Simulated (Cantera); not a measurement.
Si + HCl + H2 (chlorosilane synthesis and conversion)

A closed system holds: 1 mol Si, 1 mol HCl, 20 mol H2, held at 725 K and 14.0 bar.

Equilibrium computed with Cantera from the NASA thermochemical tables; the gas is ideal and each condensed phase is pure. Candidate condensed phases: Si; 19 gas species. Rates play no part.

```yaml
x(H2): 0.984
x(SiHCl3): 0.0101
x(SiCl4): 0.00347
x(SiH2Cl2): 0.00203
x(HCl): 0.000105
x(SiH3Cl): 8.99e-5
x(SiH4): 1.89e-6
n(Si(s)): 0.676 mol
gas_amount: 20.68 mol
```
